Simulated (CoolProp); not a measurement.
Model: reference Helmholtz-energy equation of state, Smukala 2000, in CoolProp.

**Question.** Give the vapour pressure (bar), liquid density (kg/m³), vapour density (kg/m³), enthalpy of vaporisation (kJ/kg) of saturated ethylene at 227.9 K.

**Answer.** 
```json
[
 {"T (K)": "227.9", "p (bar)": "12.4", "liquid density (kg/m³)": "472", "vapour density (kg/m³)": "22.6", "enthalpy of vaporisation (kJ/kg)": "372"}
]
```
